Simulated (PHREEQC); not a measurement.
Solution A (0.11 mol/kgw (NH4)2SiF6) is mixed with solution B (26 mmol/kgw NH4HCO3) at 25 °C; shares are by mass of water, 1 kg in all. O2 is buffered at 0.21 atm. No CO2 enters from the air. Solids allowed: SiO2(a). Others were left out.

The series has 21 steps of share of solution B, from 0 to 1.

Computed with PHREEQC (ion-association model, phreeqc.dat).

**Question.** Which solids form, in which order, and at which step of the series does each first stand?

**Answer.** SiO2(a) from share of solution B = 0.25 (pH 4.06), last present at share of solution B = 0.95.

**Question.** Between which two steps does the pH jump most, and from what to what?

**Answer.** Between share of solution B = 0.95 and 1: from 5.51 to 7.77.

Complexes and solids missing from the database can't appear. Carbamate, which ammonia and carbonate form, is missing from the database. SiF6-2 is the database's only silicon fluoride.
